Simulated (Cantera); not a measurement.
A closed system holds: 1 mol NH₃, 0.38 mol O₂, 0.36 mol H₂, at 7.50 Torr.

Method: chemical equilibrium by Gibbs-energy minimisation in Cantera with the NASA 1993 tables (ideal gas, pure condensed phases). Candidate condensed phases: H₂O; 24 gas species. Equilibrium is a limit: real reactors are often held back by kinetics, nucleation or transport.

x: gas mole fraction; nothing condenses.

```
T (K)         x H        x H₂       x H₂O   x N₂         x O        x OH
-----  ----------  ----------  ----------  -----  ----------  ----------
2400        0.100       0.399       0.285  0.199     0.00223      0.0132
2450        0.124       0.384       0.274  0.195     0.00373      0.0173
2500   (withheld)       0.367       0.258  0.191  (withheld)  (withheld)
2550        0.184       0.349       0.240  0.186     0.00956      0.0278
2600        0.220       0.329       0.217  0.180      0.0146      0.0336
2650        0.260       0.307       0.191  0.173      0.0214      0.0394
2700        0.303       0.285       0.163  0.166      0.0301      0.0444
2750        0.349       0.260       0.133  0.158      0.0407      0.0480
2800   (withheld)  (withheld)  (withheld)  0.149  (withheld)      0.0497
2850        0.443       0.208      0.0788  0.141      0.0659      0.0494
2900        0.489       0.181      0.0568  0.134      0.0790      0.0471
```

Q: What belongs in the gaps?

A: 
- 2800, x H: 0.396
- 2800, x H₂: 0.234
- 2800, x H₂O: 0.105
- 2800, x O: 0.0528
- 2500, x H: 0.152
- 2500, x O: 0.00607
- 2500, x OH: 0.0222
